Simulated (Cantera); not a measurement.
A Cantera script and its output.

```python
import numpy as np
import cantera as ct

gas = ct.Solution("gri30.yaml")
gas.TPX = 1448, 260000, {'CH4': 1, 'O2': 0.952, 'N2': 3.58, 'CO2': 1.3}
reactor = ct.IdealGasReactor(gas, energy="on", clone=False)
net = ct.ReactorNet([reactor])
net.rtol, net.atol = 1e-08, 1e-16
show = ['CH4', 'O2', 'CO2', 'CH2', 'CH2O', 'CH3', 'OH']
times = np.geomspace(1e-06, 0.3, 12)

steps = ct.SolutionArray(gas, extra=["t"])
rows = []
print(f"{'t/s':>10s}{'T/K':>9s}{'P/Pa':>11s}" + "".join(f"{s:>11s}" for s in show))
for t in times:
    while net.time < t:
        t_next = net.step()
        steps.append(gas.state, t=t_next)
    rows.append([np.interp(t, steps.t, y) for y in (steps.T, steps.P, *steps(*show).X.T)])
    print(f"{t:10.3e}{rows[-1][0]:9.1f}{rows[-1][1]:11.4g}" + "".join(f"{x:11.3e}" for x in rows[-1][2:]))
rate = np.gradient(steps.T, steps.t)
print("integrator steps:", len(steps.t))
if steps.T.max() > steps.T[0] + 200:
    print(f"time of steepest temperature rise: {steps.t[rate.argmax()]:.4e} s")
gas.TPX = 1448, 260000, {'CH4': 1, 'O2': 0.952, 'N2': 3.58, 'CO2': 1.3}
gas.equilibrate("UV")
print(f"equilibrium (UV): T = {gas.T:.1f} K  " + "  ".join(f"{s} {gas[s].X[0]:.3e}" for s in show))
```

It prints:

```
       t/s      T/K       P/Pa        CH4         O2        CO2        CH2       CH2O        CH3         OH
 1.000e-06   1448.0    2.6e+05  1.464e-01  1.393e-01  1.903e-01  3.246e-15  8.073e-10  1.992e-07  1.455e-09
 3.147e-06   1448.0    2.6e+05  1.464e-01  1.393e-01  1.903e-01  1.957e-14  8.852e-09  6.642e-07  2.179e-09
 9.905e-06   1448.0    2.6e+05  1.464e-01  1.393e-01  1.903e-01  1.900e-13  9.980e-08  2.329e-06  5.489e-09
 3.117e-05   1448.0    2.6e+05  1.464e-01  1.393e-01  1.903e-01  2.850e-12  1.337e-06  9.645e-06  1.821e-08
 9.810e-05   1448.0    2.6e+05  1.463e-01  1.393e-01  1.903e-01  4.577e-11  2.016e-05  4.187e-05  5.713e-08
 3.087e-04   1449.2  2.602e+05  1.459e-01  1.391e-01  1.903e-01  1.897e-10  1.730e-04  8.388e-05  1.208e-07
 9.717e-04   1461.1  2.624e+05  1.429e-01  1.373e-01  1.902e-01  1.002e-09  9.658e-04  1.578e-04  4.350e-07
 3.058e-03   2387.8  4.952e+05  4.160e-11  1.764e-05  9.322e-02  8.369e-13  2.638e-08  1.999e-11  8.767e-04
 9.624e-03   2387.7  4.952e+05  4.164e-11  1.761e-05  9.321e-02  8.370e-13  2.639e-08  2.000e-11  8.762e-04
 3.029e-02   2387.6  4.952e+05  4.168e-11  1.760e-05  9.321e-02  8.372e-13  2.639e-08  2.001e-11  8.757e-04
 9.532e-02   2387.6  4.952e+05  4.168e-11  1.760e-05  9.321e-02  8.372e-13  2.639e-08  2.001e-11  8.757e-04
 3.000e-01   2387.6  4.952e+05  4.168e-11  1.760e-05  9.321e-02  8.372e-13  2.639e-08  2.001e-11  8.757e-04
integrator steps: 2091
time of steepest temperature rise: 1.9041e-03 s
equilibrium (UV): T = 2387.6 K  CH4 4.626e-11  O2 1.760e-05  CO2 9.321e-02  CH2 9.067e-13  CH2O 2.639e-08  CH3 2.221e-11  OH 8.757e-04
```

Computed with Cantera and GRI-Mech 3.0 (53 species, 325 reactions).
